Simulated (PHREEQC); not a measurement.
Synthetic water in mg/L, 25 °C, pH 6.46, pe -2:

| constituent | mg/L |
|---|---|
| Na | 16.4 |
| K | 231 |
| Ca | 89.7 |
| Mg | 1.71 |
| Cl | 129 |
| S(6) as SO4 | 11.4 |
| Alkalinity as HCO3 | 458 |
| Mn(2) | 0.621 |
| Li | 0.0478 |
| F | 3.65 |
| Fe(2) | 17.1 |

Valence states are taken as typed.

All values are PHREEQC results (ion-association model, phreeqc.dat), not measurements.

This is a speciation only: nothing precipitates in the calculation.

Question: Estimate the specific conductance.

Answer: specific conductance 1250 µS/cm.

Question: In which forms is Ca present?

Answer: Ca+2 94 %, CaHCO3+ 5.5 %, CaSO4 0.7 % of the Ca.

Saturation is exceeded, for instance for Siderite, Fluorite; the values hold only as long as no solid forms. Complexes and solids missing from the database can't appear. Fluoro complexes past AlF4- and FeF3 are missing from the database.
